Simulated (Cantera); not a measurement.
Charge: 1 mol SiC, 0.077 mol N₂O, 360 mol N₂, equilibrated at 48.8 Torr.

Method: chemical equilibrium by Gibbs-energy minimisation in Cantera with the NASA 1993 tables (ideal gas, pure condensed phases). Candidate condensed phases: C, Si, SiC, SiO₂, Si₂N₂O, Si₃N₄; 34 gas species. Mutual solubility and eutectic melting of coexisting phases are not modelled. The tables' values for SiN are old estimates; treat these amounts as uncertain. Rates play no part.

x: gas mole fraction; n: condensed amount in mol.

| T (K) | x N₂ | x Si | x CO | x SiO | x SiC₂ | n C(graphite) | n Si₂N₂O(s) | n Si₃N₄(s) | n SiC(s) |
|---|---|---|---|---|---|---|---|---|---|
| 900 | 1.00 | <1e-12 | … | <1e-12 | <1e-12 | 1.00 | 0.0770 | 0.282 | 0 |
| 1000 | 1.00 | <1e-12 | … | <1e-12 | <1e-12 | 1.00 | 0.0770 | 0.282 | 0 |
| 1100 | 1.00 | <1e-12 | … | <1e-12 | <1e-12 | 1.000 | 0.0770 | 0.282 | 0 |
| 1200 | 1.000 | <1e-12 | … | 1.06e-11 | <1e-12 | 1.000 | 0.0767 | 0.282 | 0 |
| 1300 | 1.000 | <1e-12 | … | 9.43e-10 | <1e-12 | 0.997 | 0.0735 | 0.284 | 0 |
| 1400 | 1.000 | 2.51e-11 | … | 4.37e-8 | <1e-12 | 0.970 | 0.0466 | 0.302 | 0 |
| 1500 | 1.000 | 1.31e-9 | 0.000213 | 5.17e-7 | 1.85e-12 | 0 | 0 | 0.0255 | 0.923 |
| 1600 | 1.000 | 4.15e-8 | 0.000210 | 4.21e-6 | 2.33e-11 | 0 | 0 | 0.0246 | 0.925 |
| 1700 | 1.000 | 8.69e-7 | … | 2.44e-5 | 2.17e-10 | 0 | 0 | 0.0197 | 0.932 |
| 1800 | 1.000 | 1.29e-5 | … | 8.55e-5 | 1.57e-9 | 0 | 0 | 0.00325 | 0.954 |
| 1900 | 1.000 | 5.98e-5 | … | 7.15e-5 | 2.20e-8 | 0 | 0 | 0 | 0.948 |
| 2000 | 1.000 | 0.000143 | … | 2.64e-5 | 3.91e-7 | 0 | 0 | 0 | 0.931 |
| 2100 | 1.000 | 0.000203 | 0.000210 | 3.93e-6 | 8.11e-6 | 0 | 0 | 0 | 0.911 |
| 2200 | 0.999 | 0.000609 | 0.000211 | 2.99e-6 | 5.85e-5 | 0.133 | 0 | 0 | 0.720 |

Task: Some entries are withheld; supply them.

Result: 
- 900, x CO: 1.20e-11
- 1000, x CO: 1.01e-9
- 1100, x CO: 3.79e-8
- 1200, x CO: 7.65e-7
- 1300, x CO: 9.67e-6
- 1400, x CO: 8.45e-5
- 1700, x CO: 0.000189
- 1800, x CO: 0.000128
- 1900, x CO: 0.000142
- 2000, x CO: 0.000187
